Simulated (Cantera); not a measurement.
An adiabatic, constant-pressure homogeneous reactor starts with 13.8 % H₂, 18.2 % O₂, 68.1 % N₂, at 1300 K and 8.68 atm.

Detailed kinetics in Cantera: the H2/O2 subset of GRI-Mech 3.0, which has no nitrogen chemistry. The hydrogen kinetics of GRI-Mech 3.0 are dated; newer H2 mechanisms differ, most at raised pressure.

x: mole fraction; the columns are a selection and need not sum to one.

```json
[
 {"t (s)": "1.00e-6", "T (K)": "1300", "x H₂": "0.138", "x O₂": "0.182", "x OH": "3.92e-8", "x H": "(withheld)", "x H₂O": "4.13e-7", "x H₂O₂": "1.86e-9"},
 {"t (s)": "4.06e-6", "T (K)": "1303", "x H₂": "0.137", "x O₂": "0.181", "x OH": "4.65e-5", "x H": "(withheld)", "x H₂O": "0.000609", "x H₂O₂": "6.56e-6"},
 {"t (s)": "1.65e-5", "T (K)": "2247", "x H₂": "0.000379", "x O₂": "0.120", "x OH": "0.00477", "x H": "(withheld)", "x H₂O": "0.145", "x H₂O₂": "6.10e-7"},
 {"t (s)": "6.69e-5", "T (K)": "2254", "x H₂": "0.000226", "x O₂": "0.120", "x OH": "0.00377", "x H": "3.89e-5", "x H₂O": "0.145", "x H₂O₂": "5.87e-7"},
 {"t (s)": "0.000272", "T (K)": "2254", "x H₂": "0.000226", "x O₂": "0.120", "x OH": "0.00377", "x H": "3.89e-5", "x H₂O": "0.145", "x H₂O₂": "5.87e-7"},
 {"t (s)": "0.00110", "T (K)": "2254", "x H₂": "0.000226", "x O₂": "0.120", "x OH": "0.00377", "x H": "3.89e-5", "x H₂O": "0.145", "x H₂O₂": "5.87e-7"},
 {"t (s)": "0.00448", "T (K)": "2254", "x H₂": "0.000226", "x O₂": "0.120", "x OH": "0.00377", "x H": "3.89e-5", "x H₂O": "0.145", "x H₂O₂": "5.87e-7"},
 {"t (s)": "0.0182", "T (K)": "2254", "x H₂": "0.000226", "x O₂": "0.120", "x OH": "0.00377", "x H": "3.89e-5", "x H₂O": "0.145", "x H₂O₂": "5.87e-7"},
 {"t (s)": "0.0739", "T (K)": "2254", "x H₂": "0.000226", "x O₂": "0.120", "x OH": "0.00377", "x H": "3.89e-5", "x H₂O": "0.145", "x H₂O₂": "5.87e-7"},
 {"t (s)": "0.300", "T (K)": "2254", "x H₂": "0.000226", "x O₂": "0.120", "x OH": "0.00377", "x H": "3.89e-5", "x H₂O": "0.145", "x H₂O₂": "5.87e-7"}
]
```

Q: Complete the blanks.

A: 
- 1.00e-6, x H: 1.74e-7
- 4.06e-6, x H: 0.000158
- 1.65e-5, x H: 8.09e-5
